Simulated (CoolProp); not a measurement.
Vapour-liquid equilibrium of propane (1) + isohexane (2) at -24.25 °C; x and y are mole fractions of (1).

Computed with CoolProp (multi-fluid Helmholtz-energy mixture model, Lemmon 2009 and Lemmon 2006; pair parameters Bell 2016).

```csv
x,bubble pressure (kPa),y at the bubble point,dew pressure at overall composition x (kPa),liquid density (mol/L)
0.05,13.37,0.838,2.373,8.200
0.15,35.16,0.944,2.650,8.548
0.25,56.38,0.968,3.000,8.920
0.35,77.11,0.979,3.456,9.319
0.45,97.41,0.986,4.076,9.745
0.55,117.4,0.990,4.965,10.20
0.65,137.3,0.993,6.351,10.69
0.75,157.2,0.995,8.810,11.22
0.85,177.4,0.997,14.37,11.78
0.95,198.3,0.999,38.89,12.38
```

No azeotrope shows between x = 0.05 and 0.95.

The pair parameters rest on a limited set of measurements; away from them the model extrapolates. The gap from Raoult's law changes sign with composition, which may be real or a fault of the pair parameters; it wasn't checked against measurements.
